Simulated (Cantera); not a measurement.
A closed system holds: 1 mol BN, 7 mol NF3, equilibrated at 0.0133 bar.

Cantera equilibrium calculation (NASA polynomials, part measured and part estimated; ideal gas, pure solids and liquids). Candidate condensed phases: B, BN; 13 gas species. The numbers say what is thermodynamically allowed, not how fast it happens.

x: gas mole fraction; nothing condenses.

| T (K) | x F | x F2 | x NF3 | x N2 | x BF3 | x NF2 |
|---|---|---|---|---|---|---|
| 723 | 0.0124 | 0.403 | 0.268 | 0.227 | 0.0901 | 1.86e-7 |
| 798 | ___ | 0.549 | ___ | 0.266 | ___ | ___ |
| 873 | 0.145 | 0.515 | 0.00996 | 0.263 | 0.0670 | 6.81e-7 |
| 948 | ___ | ___ | ___ | ___ | ___ | 7.17e-7 |
| 1023 | 0.506 | 0.227 | 0.000192 | 0.213 | 0.0534 | 5.43e-7 |
| 1098 | 0.658 | 0.102 | 1.95e-5 | 0.192 | 0.0479 | 3.06e-7 |
| 1173 | 0.734 | 0.0398 | 1.88e-6 | 0.181 | 0.0452 | 1.48e-7 |
| 1248 | 0.764 | 0.0155 | 2.06e-7 | 0.177 | 0.0442 | 7.06e-8 |
| 1323 | 0.775 | 0.00644 | 2.75e-8 | 0.175 | 0.0438 | 3.53e-8 |

Q: Complete the blanks.

A: 
- 948, x F: 0.308
- 948, x F2: 0.389
- 948, x NF3: 0.00152
- 948, x N2: 0.241
- 948, x BF3: 0.0605
- 798, x F: 0.0517
- 798, x NF3: 0.0596
- 798, x BF3: 0.0738
- 798, x NF2: 4.68e-7
